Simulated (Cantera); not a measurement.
Input (Python, Cantera) and output of one run.

```python
import numpy as np
import cantera as ct

gas_names = """
    AL ALC ALH ALN AL2 C CH CH2 CH3 CH4 CN C2 C2H C2H2,acetylene C2H2,vinylidene C2H3,vinyl CH3CN C2H4
    C2H5 C2H6 CCN CNC C2N2 C3 C3H3,propargyl C3H4,allene C3H4,propyne C3H4,cyclo- C3H5,allyl
    C3H6,propylene C3H6,cyclo- C3H7,n-propyl C3H7,i-propyl C3H8 C4 C4H2 C4H4,1,3-cyclo- C4H6,butadiene
    C4H6,2-butyne C4H6,cyclo- C4H8,1-butene C4H8,cis2-buten C4H8,tr2-butene C4H8,isobutene C4H8,cyclo-
    C4H9,n-butyl C4H9,i-butyl C4H9,s-butyl C4H9,t-butyl C4H10,isobutane C4H10,n-butane C4N2 C5
    C5H6,1,3cyclo- C5H8,cyclo- C5H10,1-pentene C5H10,cyclo- C5H11,pentyl C5H11,t-pentyl C5H12,n-pentane
    C5H12,i-pentane CH3C(CH3)2CH3 C6H2 C6H5,phenyl C6H6 C6H10,cyclo- C6H12,1-hexene C6H12,cyclo-
    C6H13,n-hexyl C7H7,benzyl C7H8 C7H14,1-heptene C7H15,n-heptyl C7H16,n-heptane C8H8,styrene
    C8H10,ethylbenz C8H16,1-octene C8H17,n-octyl C8H18,isooctane C8H18,n-octane C9H19,n-nonyl
    C10H8,naphthale C10H21,n-decyl C12H9,o-bipheny C12H10,bipheny H HCN HCCN HNC H2 N NH NH2 NH3 N2 N2H2
    N2H4
""".split()
cond_names = """
    AL(cr) AL(L) ALN(s) C(gr) C6H6(L) C7H8(L) C8H18(L),n-octa
""".split()


def load(file, names, dense=False):
    # The tables refer to 1 bar. Condensed volumes are neglected.
    table = {s.name: s for s in ct.Species.list_from_file(file)}
    out = []
    for n in names:
        d = dict(table[n].input_data)
        d["thermo"] = dict(d["thermo"], **{"reference-pressure": 1e5})
        if dense:
            d["equation-of-state"] = {"model": "constant-volume", "density": "1e6 g/cm^3"}
        out.append(ct.Species.from_dict(d))
    return out


gas = ct.Solution(thermo="ideal-gas", species=load("nasa_gas.yaml", gas_names))
cond = {s.name: ct.Solution(thermo="fixed-stoichiometry", species=[s], name=s.name)
        for s in load("nasa_condensed.yaml", cond_names, dense=True)}
atoms = {
    'Al(CH3)3': {'AL': 1, 'C': 3, 'H': 9},
    'N2': {'N': 2},
    'H2': {'H': 2},
    'NH3': {'N': 1, 'H': 3},
}
top_T = {'ALN(s)': 2750, 'C(gr)': 4500}  # K; cautious upper limits of use, not melting points


def equilibrate(T, P, feed):
    n = {}
    for name, mol in feed.items():
        for a, k in atoms[name].items():
            n[a] = n.get(a, 0.0) + k * mol
    gas.TPX = T, P, n
    mass = sum(n.values()) * gas.mean_molecular_weight
    gas.equilibrate("TP")
    valid = [c for c in cond.values() if c.min_temp <= T <= top_T.get(c.name, c.max_temp)]
    mix = ct.Mixture([(gas, mass / gas.mean_molecular_weight)] + [(c, 0.0) for c in valid])
    mix.T, mix.P = T, P
    mix.equilibrate("TP", solver="vcs", rtol=1e-11, max_steps=5000)
    return mix


results = []
feed = {'Al(CH3)3': 1, 'N2': 11, 'H2': 730, 'NH3': 9.7}  # mol
T = 1625  # K
P = 13332.2  # Pa
mix = equilibrate(T, P, feed)
results.append((T, P, feed, dict(zip(mix.species_names, mix.species_moles))))
print(gas.report(threshold=1e-05))
for i in range(1, mix.n_phases):
    print(f"{mix.phase(i).name:16s} {mix.phase_moles(i):12.5e} mol")
```

Output:

```
       temperature   1625 K
          pressure   13332 Pa
           density   0.0025119 kg/m^3
  mean mol. weight   2.5455 kg/kmol
   phase of matter   gas

                          1 kg             1 kmol
                     ---------------   ---------------
          enthalpy        1.5932e+07        4.0555e+07  J
   internal energy        1.0624e+07        2.7044e+07  J
           entropy             78741        2.0044e+05  J/K
    Gibbs function       -1.1202e+08       -2.8516e+08  J
 heat capacity c_p             12930             32913  J/K
 heat capacity c_v            9663.5             24599  J/K

                      mass frac. Y      mole frac. X     chem. pot. / RT
                     ---------------   ---------------   ---------------
               CH4          0.001185        0.00018803           -44.092
    C2H2,acetylene        0.00035623        3.4826e-05           -25.559
                 H        7.5719e-05        0.00019122           -10.437
               HCN         0.0035339        0.00033285           -28.876
                H2            0.7756           0.97933           -20.875
                N2           0.21914          0.019912           -32.193
     [  +91 minor]         0.0001076        1.0729e-05

AL(L)             0.00000e+00 mol
ALN(s)            9.99555e-01 mol
C(gr)             2.54116e+00 mol
```

Equilibrium computed with Cantera from the NASA thermochemical tables; the gas is ideal and each condensed phase is pure. The feed counts by its element totals alone.
